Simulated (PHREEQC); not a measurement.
A made-up water analysis in mmol/kgw, 25 °C, pH 6.79, pe 1.1:

```tsv
constituent	mmol/kgw
Na	0.065
K	0.0311
Ca	0.073
Mg	0.0253
Cl	0.24
S(6)	0.00853
Alkalinity (meq/kgw)	0.172
Br	8.1e-05
Si	0.000919
F	0.00774
N(-3)	0.000619
```

Valence states are taken as typed.

Equilibrium calculation in PHREEQC: ion-association model, phreeqc.dat.

| Item | Result |
|---|---|
| ionic strength | 0.000471 mol/kgw |
| charge-balance error | -19.7 % |

| species | molality | activity | log γ |
|---|---|---|---|
| Cl- | 0.000240 | 0.000234 | -0.011 |
| HCO3- | 0.000172 | 0.000168 | -0.011 |
| Ca+2 | 7.28e-5 | 6.60e-5 | -0.043 |
| Na+ | 6.50e-5 | 6.34e-5 | -0.011 |
| CO2 | 6.11e-5 | 6.11e-5 | 0.000 |
| K+ | 3.11e-5 | 3.03e-5 | -0.011 |
| Mg+2 | 2.52e-5 | 2.28e-5 | -0.043 |
| SO4-2 | 8.40e-6 | 7.61e-6 | -0.043 |
| F- | 7.73e-6 | 7.54e-6 | -0.011 |
| H4SiO4 | 9.18e-7 | 9.18e-7 | 0.000 |
| NH4+ | 6.17e-7 | 6.02e-7 | -0.011 |
| H+ | 1.66e-7 | 1.62e-7 | -0.010 |
| CaHCO3+ | 1.45e-7 | 1.41e-7 | -0.011 |
| CaSO4 | 8.92e-8 | 8.92e-8 | 0.000 |

This is a speciation only: nothing precipitates in the calculation. Complexes and solids missing from the database can't appear. SiF6-2 is the database's only silicon fluoride.
